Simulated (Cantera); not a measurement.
Feed: 1 mol Si, 0.066 mol HCl, 0.93 mol O2, held at 825 K and 9.60 bar.

These are equilibrium values from Cantera (NASA tables, ideal gas, pure condensed phases), not measurements of a reactor. Candidate condensed phases: H2O, Si, SiO2; 30 gas species. The tables' values for SiCl3 are old estimates; treat these amounts as uncertain. Kinetics and transport are ignored.

Base state: H2 0.607, SiCl4 0.225, SiHCl3 0.157, SiH2Cl2 0.00924, HCl 0.00108, SiH3Cl 0.000127, SiCl3 7.35e-5 (mole fractions); condensed: Si(s) + SiO2(α-quartz).

What changes in the equilibrium state with this change: pressure from 9.60 bar to 3.60 bar?


```tsv
species	before	after
H2	0.607	0.618
SiCl4	0.225	0.243
SiHCl3	0.157	0.131
SiH3Cl	0.000127	6.38e-5
SiH2Cl2	0.00924	0.00598
Si(s), mol	0.0514	0.0518
SiO2(α-quartz), mol	0.930	0.930
```
